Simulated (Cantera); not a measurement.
What does this Cantera script print?

```python
import numpy as np
import cantera as ct

gas_names = [...]  # 113 gases of nasa_gas.yaml made of C, H, O, Ti
cond_names = """
    C(gr) C6H6(L) C7H8(L) C8H18(L),n-octa H2O(s) H2O(L) Ti(a) Ti(b) Ti(L) TiC(s) TiC(L) TiO(a) TiO(b)
    TiO(L) TiO2(ru) TiO2(L) Ti2O3(a) Ti2O3(b) Ti2O3(L) Ti3O5(a) Ti3O5(b) Ti3O5(L) Ti4O7(s) Ti4O7(L)
""".split()


# ... load() reads the species with a 1 bar reference pressure and builds the phases ...
atoms = {
    'Ti(OiPr)4': {'Ti': 1, 'C': 12, 'H': 28, 'O': 4},
    'O2': {'O': 2},
}
top_T = {'C(gr)': 4500}  # K; cautious upper limits of use, not melting points


# ... equilibrate(T, P, feed) seeds the gas with the atoms and calls Mixture.equilibrate('TP', solver="vcs", rtol=1e-11, max_steps=5000) ...
results = []
feed = {'Ti(OiPr)4': 1, 'O2': 0.063}  # mol
T = 2050  # K
P = 10000  # Pa
mix = equilibrate(T, P, feed)
results.append((T, P, feed, dict(zip(mix.species_names, mix.species_moles))))
print(gas.report(threshold=0.001))
for i in range(1, mix.n_phases):
    print(f"{mix.phase(i).name:16s} {mix.phase_moles(i):12.5e} mol")
```

It prints:

```
       temperature   2050 K
          pressure   10000 Pa
           density   0.0046514 kg/m^3
  mean mol. weight   7.9281 kg/kmol
   phase of matter   gas

                          1 kg             1 kmol
                     ---------------   ---------------
          enthalpy        4.0332e+06        3.1975e+07  J
   internal energy        1.8833e+06        1.4931e+07  J
           entropy             28898        2.2911e+05  J/K
    Gibbs function       -5.5207e+07       -4.3769e+08  J
 heat capacity c_p            4385.9             34772  J/K
 heat capacity c_v            3337.2             26458  J/K

                      mass frac. Y      mole frac. X     chem. pot. / RT
                     ---------------   ---------------   ---------------
                CO            0.8017           0.22692           -38.058
                 H        0.00079827         0.0062785           -11.064
                H2           0.19477           0.76596           -22.129
     [ +110 minor]         0.0027309         0.0008415

C(gr)             6.84395e+00 mol
Ti(L)             0.00000e+00 mol
TiC(s)            1.00000e+00 mol
TiO(L)            0.00000e+00 mol
TiO2(ru)          0.00000e+00 mol
Ti2O3(b)          0.00000e+00 mol
Ti3O5(b)          0.00000e+00 mol
Ti3O5(L)          0.00000e+00 mol
Ti4O7(L)          0.00000e+00 mol
```

These are equilibrium values from Cantera (NASA tables, ideal gas, pure condensed phases), not measurements of a reactor. The feed counts by its element totals alone. TiC: taken at fixed stoichiometry.
